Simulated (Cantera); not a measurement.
An adiabatic, constant-pressure homogeneous reactor starts with H2 : O2 : N2 = 1 : 1.35 : 5.08 (molar parts), at 1375 K and 7500 Torr. Integrator tolerance rtol = 1e-08.

Cantera simulation using the H2/O2 subset of GRI-Mech 3.0, which has no nitrogen chemistry; the numbers are that mechanism's predictions, not measurements. The hydrogen kinetics of GRI-Mech 3.0 are dated; newer H2 mechanisms differ, most at raised pressure.

| quantity | before | after |
|---|---|---|
| time of steepest temperature rise | 3.20 µs | 23.5 µs |
| temperature at 0.300 s | 2301 K | 2279 K |
| equilibrium temperature | 2301 K | 2279 K |
| x(H2) at 0.300 s | 0.000270 (gas-phase equilibrium 0.000270) | 0.000742 (gas-phase equilibrium 0.000742) |
| x(O2) at 0.300 s | 0.121 (gas-phase equilibrium 0.121) | 0.120 (gas-phase equilibrium 0.120) |
| x(H2O2) at 0.300 s | 6.91e-7 (gas-phase equilibrium 6.91e-7) | 2.03e-7 (gas-phase equilibrium 2.03e-7) |
| x(O) at 0.300 s | 0.000553 (gas-phase equilibrium 0.000553) | 0.00153 (gas-phase equilibrium 0.00153) |
| x(H) at 0.300 s | 5.08e-5 (gas-phase equilibrium 5.08e-5) | 0.000237 (gas-phase equilibrium 0.000237) |
| x(OH) at 0.300 s | 0.00430 (gas-phase equilibrium 0.00430) | 0.00697 (gas-phase equilibrium 0.00697) |

Task: What was changed between the two runs?
A. pressure from 7500 Torr to 9000 Torr
B. initial temperature 1375 to 1200 K
C. pressure from 7500 Torr to 750 Torr
D. constant volume in place of constant pressure

Result: C, pressure from 7500 Torr to 750 Torr
